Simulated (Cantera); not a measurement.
Cantera run, input and output.

```python
import numpy as np
import cantera as ct

gas = ct.Solution("gri30.yaml", transport_model="mixture-averaged")
show = ['N2', 'H2O', 'O']

rows = []
print(f"{'T/K':>7s}{'rho':>11s}{'cp':>10s}{'mu':>11s}{'lambda':>11s}{'Pr':>7s}" + "".join(f"{'D_' + s:>11s}" for s in show))
for T in [400, 500, 600, 700, 800, 900, 1000, 1100, 1200]:
    gas.TPX = T, 500000, {'N2': 0.47, 'O2': 0.69}
    Pr = gas.cp_mass * gas.viscosity / gas.thermal_conductivity
    D = [gas.mix_diff_coeffs_mole[gas.species_index(s)] for s in show]
    rows.append([gas.density, gas.cp_mass, gas.viscosity, gas.thermal_conductivity, Pr, *D])
    print(f"{T:7g}{gas.density:11.4e}{gas.cp_mass:10.1f}{gas.viscosity:11.4e}"
          f"{gas.thermal_conductivity:11.4e}{Pr:7.3f}" + "".join(f"{d:11.4e}" for d in D))
print("SI units: kg/m3, J/kg/K, Pa s, W/m/K, m2/s")
```

It prints:

```
    T/K        rho        cp         mu     lambda     Pr       D_N2      D_H2O        D_O
    400 4.5679e+00     980.7 2.4304e-05 3.3413e-02  0.713 6.9984e-06 8.0669e-06 1.0931e-05
    500 3.6543e+00    1003.7 2.8463e-05 4.0267e-02  0.710 1.0271e-05 1.2285e-05 1.6001e-05
    600 3.0453e+00    1029.3 3.2264e-05 4.6944e-02  0.707 1.4003e-05 1.7185e-05 2.1781e-05
    700 2.6102e+00    1055.1 3.5798e-05 5.3404e-02  0.707 1.8166e-05 2.2711e-05 2.8226e-05
    800 2.2840e+00    1079.4 3.9128e-05 5.9645e-02  0.708 2.2734e-05 2.8818e-05 3.5298e-05
    900 2.0302e+00    1101.1 4.2293e-05 6.5680e-02  0.709 2.7690e-05 3.5471e-05 4.2970e-05
   1000 1.8272e+00    1119.8 4.5321e-05 7.1525e-02  0.710 3.3017e-05 4.2641e-05 5.1216e-05
   1100 1.6611e+00    1134.3 4.8233e-05 7.7198e-02  0.709 3.8702e-05 5.0305e-05 6.0017e-05
   1200 1.5226e+00    1147.4 5.1046e-05 8.2713e-02  0.708 4.4732e-05 5.8442e-05 6.9353e-05
SI units: kg/m3, J/kg/K, Pa s, W/m/K, m2/s
```

Cantera simulation using GRI-Mech 3.0 (53 species, 325 reactions); the numbers are that mechanism's predictions, not measurements.
